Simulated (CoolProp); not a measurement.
Values from CoolProp's reference Helmholtz-energy equation of state, Lemmon 2006. It is a short technical equation, of lower accuracy than the large ones.

**Question.** For carbon monoxide, give the phase and the density (kg/m³), Joule-Thomson coefficient (K/MPa) at 111.2 K and 13700 kPa.

**Answer.** 
- 111.2 K and 13700 kPa: liquid; density 707, Joule-Thomson coefficient -0.230
